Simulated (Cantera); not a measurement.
Adiabatic ignition

An adiabatic, constant-pressure homogeneous reactor starts with CH₄ : O₂ : N₂ : CO₂ = 1 : 2 : 7.52 : 1.7 (molar parts), at 1350 K and 1.20 bar.

Computed with Cantera and GRI-Mech 3.0 (53 species, 325 reactions).

```
t (s)     T (K)   x CH₄    x O₂  x CO₂     x N₂O    x NO₂
--------  -----  ------  ------  -----  --------  -------
5.00e-6    1350  0.0818   0.164  0.139    <1e-12   <1e-12
1.99e-5    1350  0.0818   0.164  0.139    <1e-12   <1e-12
7.92e-5    1350  0.0818   0.164  0.139  2.02e-12   <1e-12
0.000315   1350  0.0818   0.164  0.139  2.41e-11   <1e-12
0.00126    1351  0.0816   0.164  0.139  1.68e-10   <1e-12
0.00500    1365  0.0784   0.161  0.139   2.71e-9   <1e-12
0.0199     2493  <1e-12  0.0188  0.174   2.88e-7  1.10e-6
0.0792     2489  <1e-12  0.0180  0.174   3.04e-7  1.65e-6
0.315      2489  <1e-12  0.0180  0.174   3.04e-7  1.66e-6
1.26       2489  <1e-12  0.0180  0.174   3.04e-7  1.66e-6
5.00       2489  <1e-12  0.0180  0.174   3.04e-7  1.66e-6
```
x: mole fraction; the columns are a selection and need not sum to one.

| Item | Value |
|---|---|
| time of steepest temperature rise | 7.04 ms |
| temperature at 5.00 s | 2489 K |
| equilibrium temperature | 2489 K |
| x(CH₄) at 5.00 s | <1e-12 (gas-phase equilibrium <1e-12) |
| x(O₂) at 5.00 s | 0.0180 (gas-phase equilibrium 0.0180) |
| x(CO₂) at 5.00 s | 0.174 (gas-phase equilibrium 0.174) |
